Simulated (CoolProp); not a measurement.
Saturated liquid density (kg/m³) of cyclopentane: the reference equation beside estimates from Tc = 238.6 °C, pc = 4583 kPa, ω = 0.202.

Computed with CoolProp (reference Helmholtz-energy equation of state, Gedanitz 2015).

```csv
T (°C),reference,Soave-Redlich-Kwong,Peng-Robinson
68.75,695.1,663.6,750.8
78.65,684.1,652.0,738.1
88.55,672.9,639.8,724.7
98.45,661.3,627.0,710.5
108.35,649.3,613.5,695.5
118.25,637.0,599.2,679.6
128.15,624.1,584.1,662.7
138.15,610.6,567.9,644.5
148.05,596.5,550.8,625.1
157.95,581.7,532.5,604.3
167.85,566.0,512.9,581.8
177.75,549.2,491.6,557.2
```

Absolute difference from the reference over all 12 rows, mean and median: Soave-Redlich-Kwong 6.7 and 6.2 %, Peng-Robinson 5.8 and 6.4 %.
